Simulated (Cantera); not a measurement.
Gas-phase reforming

An isothermal, constant-pressure homogeneous reactor starts with 62.9 % CH₄, 25.8 % H₂O, 11.3 % H₂, at 1325 K and 188 Torr.

Computed with Cantera and GRI-Mech 3.0 (53 species, 325 reactions). GRI-Mech 3.0 stops at C3 and has no aromatics, soot or wall deposition, so with more carbon than oxygen in the feed, carbon stays in small species such as C2H2 where larger ones or solid carbon would form.

```tsv
t (s)	x CH₄	x H₂O	x H₂	x CH₂O	x CO	x O₂	x CH₂
0.000200	0.629	0.258	0.113	<1e-12	<1e-12	<1e-12	<1e-12
0.000478	0.629	0.258	0.113	1.32e-12	<1e-12	<1e-12	<1e-12
0.00114	0.629	0.258	0.113	1.73e-11	<1e-12	<1e-12	1.60e-12
0.00274	0.629	0.258	0.113	2.01e-10	1.25e-12	<1e-12	7.03e-12
0.00654	0.629	0.258	0.113	1.49e-9	4.27e-11	<1e-12	1.61e-11
0.0156	0.629	0.258	0.113	5.98e-9	6.07e-10	<1e-12	2.07e-11
0.0374	0.629	0.258	0.113	1.81e-8	5.53e-9	<1e-12	2.73e-11
0.0894	0.628	0.258	0.114	4.85e-8	4.48e-8	<1e-12	4.00e-11
0.214	0.627	0.258	0.114	9.95e-8	3.06e-7	<1e-12	5.65e-11
0.511	0.625	0.258	0.116	1.27e-7	1.40e-6	<1e-12	6.43e-11
1.22	0.619	0.257	0.121	1.26e-7	4.70e-6	<1e-12	6.53e-11
2.92	0.603	0.254	0.134	1.17e-7	1.78e-5	<1e-12	6.89e-11
6.99	0.569	0.249	0.163	1.01e-7	8.34e-5	<1e-12	7.72e-11
16.7	0.501	0.238	0.220	7.67e-8	0.000387	<1e-12	9.00e-11
40.0	0.391	0.220	0.313	5.00e-8	0.00159	<1e-12	1.07e-10
```
x: mole fraction; the columns are a selection and need not sum to one.

Equilibrium at this temperature and pressure: CH₄ 0.156, H₂O 8.21e-7, H₂ 0.648, CH₂O 1.20e-8, CO 0.159, O₂ <1e-12, CH₂ 3.28e-11 (gas phase only).
